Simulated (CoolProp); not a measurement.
Normal hydrogen along the isotherm 35.6 K: density (kg/m³) from the reference equation and from simpler models built on Tc = 33.1 K, pc = 1296 kPa, ω = -0.219; each cubic takes its own stable root.

Model: reference Helmholtz-energy equation of state, Leachman 2009, in CoolProp.

| p (kPa) | phase | reference |
|---|---|---|
| 10.2 | gas | 0.06961 |
| 15 | gas | 0.1025 |
| 22.1 | gas | 0.1512 |
| 32.4 | gas | 0.2222 |
| 47.6 | gas | 0.3274 |
| 69.8 | gas | 0.4824 |
| 102 | gas | 0.7099 |
| 150 | gas | 1.055 |
| 221 | gas | 1.580 |
| 324 | gas | 2.374 |
| 476 | gas | 3.627 |
| 698 | gas | 5.676 |
| 1020 | gas | 9.336 |
| 1500 | supercritical | 18.62 |
| 2210 | supercritical | 44.57 |
| 3240 | supercritical | 52.95 |

Question: How far does each simpler model (van der Waals, Redlich-Kwong) lie from the reference over these 16 states: mean and median of the absolute difference, and the worst?

Answer: 
- van der Waals: mean 2.9 %, median 0.3 %, worst -19.5 % at 35.6 K and 3240 kPa
- Redlich-Kwong: mean 1.6 %, median 0.1 %, worst -13.2 % at 35.6 K and 2210 kPa
